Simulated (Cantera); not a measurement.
Hydrogen reduction and annealing atmospheres: CuO + H₂

Feed: 1 mol CuO, a varied amount of H₂, held at 1300 Pa.

Cantera equilibrium calculation (NASA polynomials, part measured and part estimated; ideal gas, pure solids and liquids). Candidate condensed phases: Cu, CuO, Cu(OH)₂, Cu₂O, H₂O; 12 gas species. Rates play no part.

Task: Map the stable condensed phases over T = 1348, 1398, 1448, 1498, 1548, 1598, 1648, 1698, 1748, 1798, 1848, 1898 K and n(H₂) in mol = 6.9, 10, 15, 21, 31, 46, 67, 98, 140, 210, 310, 450.

Result: 
```
T in K \ n(H₂) in mol
         6.9  10  15  21  31  46  67  98 140 210 310 450
   1898    A   B   B   B   B   B   B   B   B   B   B   B
   1848    A   A   B   B   B   B   B   B   B   B   B   B
   1798    A   A   A   A   B   B   B   B   B   B   B   B
   1748    A   A   A   A   A   B   B   B   B   B   B   B
   1698    A   A   A   A   A   A   A   B   B   B   B   B
   1648    A   A   A   A   A   A   A   A   A   B   B   B
   1598    A   A   A   A   A   A   A   A   A   A   A   B
   1548    A   A   A   A   A   A   A   A   A   A   A   A
   1498    A   A   A   A   A   A   A   A   A   A   A   A
   1448    A   A   A   A   A   A   A   A   A   A   A   A
   1398    A   A   A   A   A   A   A   A   A   A   A   A
   1348    A   A   A   A   A   A   A   A   A   A   A   A
```
A: Cu; B: gas only.
